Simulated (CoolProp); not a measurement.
Ethylbenzene along the isotherm 620 K: fugacity coefficient from the reference equation and from simpler models built on Tc = 617.1 K, pc = 3622 kPa, ω = 0.304; each cubic takes its own stable root.

Values from CoolProp's reference Helmholtz-energy equation of state, Zhou 2012.

| p (kPa) | phase | reference |
|---|---|---|
| 543 | gas | 0.9477 |
| 1090 | gas | 0.8961 |
| 1630 | gas | 0.8460 |
| 2170 | gas | 0.7963 |
| 2720 | gas | 0.7455 |
| 3260 | gas | 0.6944 |
| 3800 | supercritical | 0.6369 |
| 4350 | supercritical | 0.5722 |
| 4890 | supercritical | 0.5218 |
| 5430 | supercritical | 0.4812 |

Task: How far does each simpler model (Redlich-Kwong, Peng-Robinson) lie from the reference over these 10 states: mean and median of the absolute difference, and the worst?

Result: 
- Redlich-Kwong: mean 1.9 %, median 1.6 %, worst +4.4 % at 620 K and 5430 kPa
- Peng-Robinson: mean 0.7 %, median 0.7 %, worst -1.3 % at 620 K and 3260 kPa
